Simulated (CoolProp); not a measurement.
Properties of n-octane along the isotherm 620 K (Tc = 568.7 K, pc = 24.84 bar, ω = 0.398).

Computed with CoolProp (reference Helmholtz-energy equation of state, Beckmüller 2019).

```json
[
 {"p (bar)": "4.14", "phase": "gas", "speed of sound (m/s)": "205.9", "viscosity (µPa s)": "11.7", "conductivity (mW/(m K))": "46.7", "fugacity coefficient": "0.9561"},
 {"p (bar)": "8.28", "phase": "gas", "speed of sound (m/s)": "196.3", "viscosity (µPa s)": "11.9", "conductivity (mW/(m K))": "47.5", "fugacity coefficient": "0.9133"},
 {"p (bar)": "12.4", "phase": "gas", "speed of sound (m/s)": "186.3", "viscosity (µPa s)": "12.2", "conductivity (mW/(m K))": "48.5", "fugacity coefficient": "0.8718"},
 {"p (bar)": "16.6", "phase": "gas", "speed of sound (m/s)": "175.5", "viscosity (µPa s)": "12.6", "conductivity (mW/(m K))": "49.6", "fugacity coefficient": "0.8305"},
 {"p (bar)": "20.7", "phase": "gas", "speed of sound (m/s)": "164.5", "viscosity (µPa s)": "13.2", "conductivity (mW/(m K))": "50.9", "fugacity coefficient": "0.7912"},
 {"p (bar)": "24.8", "phase": "gas", "speed of sound (m/s)": "152.9", "viscosity (µPa s)": "14.0", "conductivity (mW/(m K))": "52.5", "fugacity coefficient": "0.7528"},
 {"p (bar)": "29", "phase": "supercritical", "speed of sound (m/s)": "140.6", "viscosity (µPa s)": "15.3", "conductivity (mW/(m K))": "54.7", "fugacity coefficient": "0.7143"},
 {"p (bar)": "33.1", "phase": "supercritical", "speed of sound (m/s)": "128.9", "viscosity (µPa s)": "17.2", "conductivity (mW/(m K))": "57.4", "fugacity coefficient": "0.6775"},
 {"p (bar)": "37.3", "phase": "supercritical", "speed of sound (m/s)": "119.1", "viscosity (µPa s)": "20.1", "conductivity (mW/(m K))": "60.7", "fugacity coefficient": "0.6407"}
]
```

Viscosity comes from a separate model (Huber 2004). Thermal conductivity comes from a separate model (Huber 2005).
